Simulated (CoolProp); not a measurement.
Vapour-liquid equilibrium of isobutene (1) + acetone (2) at 479 kPa; x and y are mole fractions of (1).

Model: multi-fluid Helmholtz-energy mixture model, Lemmon 2005 and Lemmon 2006; pair parameters Bell 2016, in CoolProp.

**Question.** Give the bubble temperature and the first vapour's composition at x = 0.05, 0.45, 0.75. Is there an azeotrope?

**Answer.** x = 0.05: 97.7 °C, y = 0.276; x = 0.45: 54.4 °C, y = 0.849; x = 0.75: 46.4 °C, y = 0.920. No azeotrope shows between x = 0.05 and 0.95.

Pair parameters are fitted to limited data, so mixtures are less certain than the pure fluids.
